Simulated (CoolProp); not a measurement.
Vapour-liquid equilibrium of benzene (1) + n-decane (2) at 339 kPa; x and y are mole fractions of (1).

Model: multi-fluid Helmholtz-energy mixture model, Thol 2012 and Lemmon 2006; pair parameters Bell 2016, in CoolProp.

Problem. Give the bubble temperature and the first vapour's composition at x = 0.75, 0.85, 0.95. Is there an azeotrope?

Solution. x = 0.75: 410.3 K, y = 0.966; x = 0.85: 405.1 K, y = 0.982; x = 0.95: 400.5 K, y = 0.995. No azeotrope shows between x = 0.05 and 0.95.

Pair parameters are fitted to limited data, so mixtures are less certain than the pure fluids.
